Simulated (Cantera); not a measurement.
Cantera run:

```python
import numpy as np
import cantera as ct

gas_names = """
    AL ALH ALN AL2 H H2 N NH NH2 NH3 N2 N2H2 N2H4
""".split()
cond_names = """
    AL(cr) AL(L) ALN(s)
""".split()


# ... load() reads the species with a 1 bar reference pressure and builds the phases ...
atoms = {
    'Al': {'AL': 1},
    'NH3': {'N': 1, 'H': 3},
    'H2': {'H': 2},
}
top_T = {'ALN(s)': 2750}  # K; cautious upper limits of use, not melting points


# ... equilibrate(T, P, feed) seeds the gas with the atoms and calls Mixture.equilibrate('TP', solver="vcs", rtol=1e-11, max_steps=5000) ...
results = []
T = 773.15  # K
P = 1100  # Pa
for m in [0.3, 0.46, 0.7, 1.1, 1.6, 2.5, 3.8]:
    feed = {'Al': 1, 'NH3': m, 'H2': 220}  # mol
    mix = equilibrate(T, P, feed)
    results.append((T, P, feed, dict(zip(mix.species_names, mix.species_moles))))

top = {s: max(r[3][s] / sum(r[3][g] for g in gas_names) for r in results) for s in gas_names}
cols = sorted((s for s in top if top[s] > 0.0001), key=lambda s: -top[s])[:5]
seen = [c for c in cond_names if any(r[3].get(c, 0) > 1e-12 for r in results)]
print("log10 of partial pressures in bar; condensed amounts in mol")
print(f"{'n(NH3)':>10s}" + "".join(f"{s[:9]:>10s}" for s in cols + seen))
for T, P, feed, n in results:
    ng = sum(n[g] for g in gas_names)
    print(f"{feed['NH3']:10.4g}" + "".join(f"{np.log10(max(n[s] / ng * P / 1e5, 1e-99)):10.3f}" for s in cols)
          + "".join(f"{n.get(c, 0):10.4g}" for c in seen))
```

Result:

```
log10 of partial pressures in bar; condensed amounts in mol
    n(NH3)        H2        N2    AL(cr)    ALN(s)
       0.3    -1.959   -31.978       0.7       0.3
      0.46    -1.959   -31.978      0.54      0.46
       0.7    -1.959   -31.978       0.3       0.7
       1.1    -1.959    -5.606         0         1
       1.6    -1.959    -4.829         0         1
       2.5    -1.960    -4.435         0         1
       3.8    -1.961    -4.169         0         1
```

Cantera equilibrium calculation (NASA polynomials, part measured and part estimated; ideal gas, pure solids and liquids).
